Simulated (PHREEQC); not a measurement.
A PHREEQC input (ion-association model, wateq4f.dat):

```
SOLUTION 1
  temp 25
  units mg/L
  pH 6.78
  pe 12.2
  Na 1.68
  K 3.7
  Ca 5.98
  Mg 0.154
  Cl 5.43
  S(6) 3.23 as SO4
  Alkalinity 15.7 as HCO3 charge
  Cu(2) 0.0172
  B 0.00256
  Br 0.65
  Ba 0.00896
END
USE solution 1
EQUILIBRIUM_PHASES 1
  Gypsum 0 0
  CO2(g) -2.5 10
END
```

It stops with these messages:

```
ERROR: Alkalinity cannot be used with charge balance or solution phase boundary constraints.
ERROR: Program terminating due to input errors.
```

The fault: charge balance asked on alkalinity. The line should read `as HCO3` where the input has `as HCO3 charge`. With the mend the run ends at pH 6.72 and ionic strength 0.000668 mol/kgw.
